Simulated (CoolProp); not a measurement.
Vapour-liquid equilibrium of methanol (1) + ethylbenzene (2) at 0.775 MPa; x and y are mole fractions of (1).

The numbers come from the multi-fluid Helmholtz-energy mixture model, de Reuck 1993 and Zhou 2012; pair parameters Bell 2016 in CoolProp.

Q: Give the bubble temperature and the first vapour's composition at x = 0.05, 0.275, 0.425. Is there an azeotrope?

A: x = 0.05: 471.9 K, y = 0.431; x = 0.275: 422.1 K, y = 0.820; x = 0.425: 414.2 K, y = 0.861. No azeotrope shows between x = 0.05 and 0.95.

The pair parameters rest on a limited set of measurements; away from them the model extrapolates. With so large a gap from Raoult's law the liquid may split in two, which this calculation doesn't test in full.
